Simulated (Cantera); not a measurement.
Feed: 1 mol Fe(CO)5, a varied amount of O2, 1.2 mol N2, 0.059 mol CO, held at 725 °C and 13.3 mbar.

These are equilibrium values from Cantera (NASA tables, ideal gas, pure condensed phases), not measurements of a reactor. Candidate condensed phases: C, Fe, Fe(CO)5, FeO, Fe2O3, Fe3O4; 27 gas species. The numbers say what is thermodynamically allowed, not how fast it happens.

Question: At 0.15 mol O2, list the 3 most abundant gas species with their mole fractions, and the condensed phases.

Answer: CO 0.760, N2 0.192, CO2 0.0479. Condensed: Fe(α).
